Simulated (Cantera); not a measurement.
A perfectly stirred reactor is fed with CH4 : CO : O2 : N2 : H2O = 1 : 0.15 : 2.21 : 8.3 : 0.25 (molar parts), equivalence ratio 0.94, at 0.987 atm; it is adiabatic with a 450 K inlet, and is followed from long to short residence time, starting on the burning branch (τ in s: 0.021, 0.0086, 0.0036, 0.0015, 0.00061, 0.00025, 0.0001, 4.3e-05, 1.8e-05).

Cantera simulation using GRI-Mech 3.0 (53 species, 325 reactions); the numbers are that mechanism's predictions, not measurements.

Task: Predict: blow-out, bracketed by the residence times tried; x(CH4) at τ = 21.0 ms; x(CO) at τ = 21.0 ms; x(O2) at τ = 21.0 ms; x(HCN) at τ = 21.0 ms; x(O) at τ = 21.0 ms; x(CH4) at τ = 0.610 ms; x(CO) at τ = 0.610 ms; x(O2) at τ = 0.610 ms; x(HCN) at τ = 0.610 ms; x(O) at τ = 0.610 ms.

Result: 
```json
{
 "blow_out_bracketed_by_the_residence_times_tried": "burning at 0.100 ms, out at 43.0 µs",
 "x(CH4) at τ = 21.0 ms": "1.05e-5",
 "x(CO) at τ = 21.0 ms": "0.00953",
 "x(O2) at τ = 21.0 ms": "0.0162",
 "x(HCN) at τ = 21.0 ms": "3.25e-7",
 "x(O) at τ = 21.0 ms": "0.000747",
 "x(CH4) at τ = 0.610 ms": "0.000151",
 "x(CO) at τ = 0.610 ms": "0.0240",
 "x(O2) at τ = 0.610 ms": "0.0264",
 "x(HCN) at τ = 0.610 ms": "6.87e-7",
 "x(O) at τ = 0.610 ms": "0.00334"
}
```
